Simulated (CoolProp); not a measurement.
The numbers come from the reference Helmholtz-energy equation of state, Wagner 2002 in CoolProp.

**Question.** For water, give the phase and the density (kg/m³), cp (kJ/(kg K)), cv (kJ/(kg K)), speed of sound (m/s) at 559.7 K and 7.94 MPa; 656 K and 7.94 MPa.

**Answer.** 
- 559.7 K and 7.94 MPa: liquid; density 740, cp 5.39, cv 3.07, speed of sound 987
- 656 K and 7.94 MPa: gas; density 30.1, cp 2.92, cv 1.95, speed of sound 581
